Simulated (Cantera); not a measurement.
Feed: 1 mol SiHCl3, 0.048 mol C2H2, 190 mol H2, held at 727 °C and 1000 Pa.

These are equilibrium values from Cantera (NASA tables, ideal gas, pure condensed phases), not measurements of a reactor. Candidate condensed phases: C, C6H6, C7H8, C8H18, Si, SiC; 109 gas species. The tables' values for SiCl3 are old estimates; treat these amounts as uncertain. Equilibrium is a limit: real reactors are often held back by kinetics, nucleation or transport.

Base state: H2 0.988, HCl 0.0109, SiCl4 0.000680, SiHCl3 0.000434, SiCl2 0.000205, SiCl3 7.59e-5, SiH2Cl2 2.98e-5 (mole fractions); condensed: Si(s) + SiC(s).

Q: What changes in the equilibrium state with this change: SiHCl3 replaced by SiH4?

A: 
| species | before | after |
|---|---|---|
| H2 | 0.988 | 1.00 |
| HCl | 0.0109 | 0 |
| SiCl4 | 0.000680 | 0 |
| SiHCl3 | 0.000434 | 0 |
| SiCl2 | 0.000205 | 0 |
| SiCl3 | 7.59e-5 | 0 |
| Si(s), mol | 0.631 | 0.904 |
| SiC(s), mol | 0.0959 | 0.0959 |
